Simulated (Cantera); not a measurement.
An isothermal plug-flow reactor at 925 K and 6.51 atm (inlet), inlet velocity 0.41 m/s, active area per volume 360 1/m; feed H2 : O2 : N2 = 0.0052 : 0.075 : 0.79 (molar parts).

Detailed kinetics in Cantera: Deutschmann's 1995 Pt surface mechanism with GRI-Mech 3.0 gas chemistry. Catalytic surfaces can have several steady states; this one follows from the mechanism file's or the stated starting coverage. Mass transfer to the wall is taken as infinitely fast.

x: gas mole fraction; θ: surface coverage.

```csv
z (m),x H2,x O2,x H2O,θ free Pt,θ O*,θ OH*
3.4e-05,0.00509,0.0858,0.000891,0.139,0.858,0.00308
7.3e-05,0.00431,0.0854,0.00167,0.126,0.871,0.00311
0.00016,0.00312,0.0849,0.00286,0.106,0.891,0.00312
0.00034,0.00179,0.0843,0.00420,0.0879,0.909,0.00308
0.00073,?,0.0837,?,0.0750,0.922,0.00303
0.0016,?,0.0835,0.00590,0.0695,0.928,0.00300
0.0034,1.60e-6,0.0834,0.00599,0.0687,0.928,0.00300
```

**Question.** Fill in the missing entries.

**Answer.** 
- 0.00073, x H2: 0.000655
- 0.00073, x H2O: 0.00534
- 0.0016, x H2: 8.82e-5
